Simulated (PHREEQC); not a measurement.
Solution (20 °C): 0.34 mol Ni(NO3)2, 0.00048 mol H3BO3 and 0.36 mol MnSO4 per kg of water. Closed to the air; pH follows from the charge balance.

All values are PHREEQC results (ion-association model, wateq4f.dat), not measurements.

```json
[
 {"quantity": "ionic strength (mol/kgw)", "before": "1.38", "after": "0.773"},
 {"quantity": "NiSO4 (mol/kgw)", "before": "0.174", "after": "0.0649"},
 {"quantity": "Ni+2 (mol/kgw)", "before": "0.165", "after": "0.105"},
 {"quantity": "SI of Morenosite (NiSO4:7H2O)", "before": "-0.57", "after": "-1.02"}
]
```

Task: What was changed between the two runs?
A. H3BO3 left out
B. diluted 100-fold with water
C. diluted 2-fold with water
D. 0.012 mol/kgw Zn(NO3)2 added
E. temperature from 20 to 85 °C

Result: C, diluted 2-fold with water

This is a speciation only: nothing precipitates in the calculation. The ionic strength passes 0.7 mol/kgw, the rough limit of the ion-association models, in every such run.
